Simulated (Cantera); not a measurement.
# Transport properties of process gases

Gas mixture: 100 % H₂O, at 20.0 Torr, frozen composition.

Cantera's kinetic-theory transport with the Lennard-Jones parameters of GRI-Mech 3.0, ideal gas; thermal conductivity in the multicomponent form. Polar gases are described roughly by these parameters.

```json
[
 {"T (K)": "400", "ρ (kg/m³)": "0.0144", "cp (J/kg/K)": "1902", "μ (µPa s)": "14.0", "λ (mW/m/K)": "36.8", "Pr": "0.722", "D (cm²/s) H": "86.3", "D (cm²/s) CH₃": "15.6", "D (cm²/s) OH": "24.2"},
 {"T (K)": "650", "ρ (kg/m³)": "0.00889", "cp (J/kg/K)": "2049", "μ (µPa s)": "23.4", "λ (mW/m/K)": "67.1", "Pr": "0.714", "D (cm²/s) H": "214", "D (cm²/s) CH₃": "38.6", "D (cm²/s) OH": "58.3"},
 {"T (K)": "900", "ρ (kg/m³)": "0.00642", "cp (J/kg/K)": "2220", "μ (µPa s)": "32.6", "λ (mW/m/K)": "102", "Pr": "0.713", "D (cm²/s) H": "383", "D (cm²/s) CH₃": "69.2", "D (cm²/s) OH": "103"},
 {"T (K)": "1150", "ρ (kg/m³)": "0.00502", "cp (J/kg/K)": "2401", "μ (µPa s)": "41.5", "λ (mW/m/K)": "140", "Pr": "0.715", "D (cm²/s) H": "588", "D (cm²/s) CH₃": "106", "D (cm²/s) OH": "156"},
 {"T (K)": "1400", "ρ (kg/m³)": "0.00413", "cp (J/kg/K)": "2565", "μ (µPa s)": "50.0", "λ (mW/m/K)": "179", "Pr": "0.716", "D (cm²/s) H": "825", "D (cm²/s) CH₃": "149", "D (cm²/s) OH": "218"},
 {"T (K)": "1650", "ρ (kg/m³)": "0.00350", "cp (J/kg/K)": "2708", "μ (µPa s)": "58.0", "λ (mW/m/K)": "219", "Pr": "0.718", "D (cm²/s) H": "1090", "D (cm²/s) CH₃": "197", "D (cm²/s) OH": "288"},
 {"T (K)": "1900", "ρ (kg/m³)": "0.00304", "cp (J/kg/K)": "2830", "μ (µPa s)": "65.6", "λ (mW/m/K)": "258", "Pr": "0.719", "D (cm²/s) H": "1380", "D (cm²/s) CH₃": "250", "D (cm²/s) OH": "364"}
]
```
D: mixture-averaged diffusion coefficient of that species in the mixture.
